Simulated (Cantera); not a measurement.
An adiabatic, constant-volume homogeneous reactor starts with 40.3 % H2, 12.6 % O2, 47.1 % N2, equivalence ratio 1.6, at 1723 K and 0.950 bar.

Detailed kinetics in Cantera: GRI-Mech 3.0 (53 species, 325 reactions). Above 3000 K some thermodynamic fits are extrapolated.

One state of this run: T (K) = 3030; P (bar) = 1.54; x H2 = 0.166; x O2 = 0.00308; x H2O2 = 2.86e-7; x NO = 0.00483; x OH = 0.0268; x H2O = 0.229. x: mole fraction; the columns are a selection and need not sum to one.

Which value of t (s) does it belong to?
A) 3.74e-6
B) 0.535
C) 5.23e-5
D) 1.40e-5

B, 0.535
